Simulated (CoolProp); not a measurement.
A simple Rankine cycle with water: condensing at 321.15 K, boiler at 1.82 MPa, turbine inlet 485.7 K, turbine efficiency 0.85, pump efficiency 0.6, no recuperator. Each further row changes one setting.

Model: reference Helmholtz-energy equation of state, Wagner 2002, in CoolProp.

```tsv
case	thermal efficiency (%)	net work (kJ/kg)	heat in (kJ/kg)	turbine exit temperature (K)	volume ratio over the turbine
as stated	25.0	652	2610	321.1	97.5
turbine inlet 505.7 K	25.1	669	2660	321.1	93.6
condensing temperature 313.15 K	26.2	692	2640	313.1	142
boiler pressure 1.27 MPa	23.5	621	2640	321.1	67.8
turbine efficiency 0.75	22.1	575	2610	321.1	101
```

The expansion ends wet for: as stated; turbine inlet 505.7 K; condensing temperature 313.15 K; boiler pressure 1.27 MPa; turbine efficiency 0.75.
